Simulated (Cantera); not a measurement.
Feed: 1 mol N2O, 3.7 mol H2, 0.079 mol O2, held at 2052 °C and 2.30 bar.

Cantera equilibrium calculation (NASA polynomials, part measured and part estimated; ideal gas, pure solids and liquids). Candidate condensed phases: H2O; 24 gas species. Kinetics and transport are ignored.

Base state: H2 0.537, H2O 0.245, N2 0.212, H 0.00531, OH 0.000405, NO 1.35e-5 (mole fractions); condensed: gas only.

### Question
What changes in the equilibrium state with this change: temperature from 2052 °C to 1677 °C?

### Answer
```json
[
 {"species": "H2", "before": "0.537", "after": "0.540"},
 {"species": "H2O", "before": "0.245", "after": "0.246"},
 {"species": "N2", "before": "0.212", "after": "0.213"},
 {"species": "H", "before": "0.00531", "after": "0.000556"},
 {"species": "NO", "before": "1.35e-5", "after": "4.44e-7"},
 {"species": "OH", "before": "0.000405", "after": "2.30e-5"}
]
```
